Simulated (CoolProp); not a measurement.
R407C along the isobar 23.5 MPa: fugacity coefficient from the reference equation and from simpler models built on Tc = 359.3 K, pc = 4.632 MPa, ω = 0.363; each cubic takes its own stable root.

The numbers come from the reference Helmholtz-energy equation of state, Lemmon 2003 in CoolProp. It is a pseudo-pure fit of the blend.

```csv
T (K),phase,reference,van der Waals,Redlich-Kwong,Soave-Redlich-Kwong,Peng-Robinson
261.5,liquid,0.02659,0.1227,0.04775,0.02634,0.02392
278.6,liquid,0.04504,0.1525,0.07254,0.04643,0.04198
295.6,liquid,0.07023,0.1843,0.1030,0.07476,0.06744
312.6,liquid,0.1026,0.2179,0.1386,0.1120,0.1009
329.7,liquid,0.1421,0.2529,0.1790,0.1584,0.1427
346.7,liquid,0.1876,0.2885,0.2226,0.2123,0.1915
363.7,supercritical,0.2383,0.3246,0.2686,0.2726,0.2462
380.8,supercritical,0.2930,0.3609,0.3163,0.3377,0.3054
397.8,supercritical,0.3498,0.3968,0.3641,0.4047,0.3666
414.8,supercritical,0.4072,0.4322,0.4115,0.4718,0.4281
431.9,supercritical,0.4644,0.4671,0.4579,0.5377,0.4888
448.9,supercritical,0.5193,0.5007,0.5023,0.6001,0.5467
465.9,supercritical,0.5714,0.5333,0.5446,0.6585,0.6012
483,supercritical,0.6205,0.5647,0.5847,0.7127,0.6522
500,supercritical,0.6656,0.5946,0.6219,0.7620,0.6989
```
